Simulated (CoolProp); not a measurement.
Values from CoolProp's reference Helmholtz-energy equation of state, Thol 2016.

Question: Give the vapour pressure (MPa), liquid density (kg/m³), enthalpy of vaporisation (kJ/kg), liquid cp (kJ/(kg K)) of saturated R1234ze(E) at 285.3, 298.7, 312.1 K.

Answer: 
```json
[
 {"T (K)": "285.3", "p (MPa)": "0.331", "liquid density (kg/m³)": "1200", "enthalpy of vaporisation (kJ/kg)": "176", "liquid cp (kJ/(kg K))": "1.35"},
 {"T (K)": "298.7", "p (MPa)": "0.507", "liquid density (kg/m³)": "1160", "enthalpy of vaporisation (kJ/kg)": "167", "liquid cp (kJ/(kg K))": "1.39"},
 {"T (K)": "312.1", "p (MPa)": "0.745", "liquid density (kg/m³)": "1120", "enthalpy of vaporisation (kJ/kg)": "156", "liquid cp (kJ/(kg K))": "1.44"}
]
```
